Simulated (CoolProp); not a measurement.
Properties of C3F8 (R218) along the isobar 2.96 MPa.

The numbers come from the reference Helmholtz-energy equation of state, Lemmon 2006 in CoolProp. It is a short technical equation, of lower accuracy than the large ones.

| T (°C) | phase | density (kg/m³) | cv (kJ/(kg K)) | speed of sound (m/s) | conductivity (mW/(m K)) | Prandtl number |
|---|---|---|---|---|---|---|
| -91.85 | liquid | 1819 | 0.5853 | 806.2 | 76.7 | 15.6 |
| -75.55 | liquid | ___ | ___ | 727.7 | ___ | 11.6 |
| -59.15 | liquid | 1706 | 0.6465 | 654.9 | 69.1 | 9.10 |
| -42.75 | liquid | 1647 | 0.6755 | 586.4 | 65.0 | 7.49 |
| -26.35 | liquid | 1585 | 0.7038 | 520.9 | 60.7 | 6.38 |
| -10.05 | liquid | 1520 | 0.7316 | 457.7 | 56.4 | 5.57 |
| 6.35 | liquid | 1448 | 0.7594 | 395.1 | 52.1 | ___ |
| 22.75 | liquid | 1368 | 0.7876 | 332.1 | 47.9 | 4.45 |
| 39.15 | liquid | 1274 | 0.8171 | 266.9 | 43.7 | 4.04 |
| 55.45 | liquid | 1152 | 0.8500 | 196.2 | 39.7 | 3.70 |
| 71.85 | liquid | 930.5 | 0.9023 | 103.4 | 36.5 | 3.88 |
| 88.25 | supercritical | 345.4 | 0.9202 | 77.63 | 27.1 | 1.33 |
| 104.65 | supercritical | 269.6 | 0.9088 | ___ | 24.8 | 1.00 |
| 120.95 | supercritical | 233.0 | 0.9130 | 103.9 | 24.8 | 0.910 |
| 137.35 | supercritical | 209.2 | 0.9226 | 112.3 | 25.5 | 0.858 |

**Question.** Complete the blanks.

**Answer.** 
- -75.55, density (kg/m³): 1763
- -75.55, cv (kJ/(kg K)): 0.6165
- -75.55, conductivity (mW/(m K)): 73.1
- 6.35, Prandtl number: 4.94
- 104.65, speed of sound (m/s): 93.23

Viscosity comes from a separate model (Huber 2003), an estimate that may be off by 10 % or more. Thermal conductivity comes from a separate model (Huber 2003), an estimate that may be off by 10 % or more.
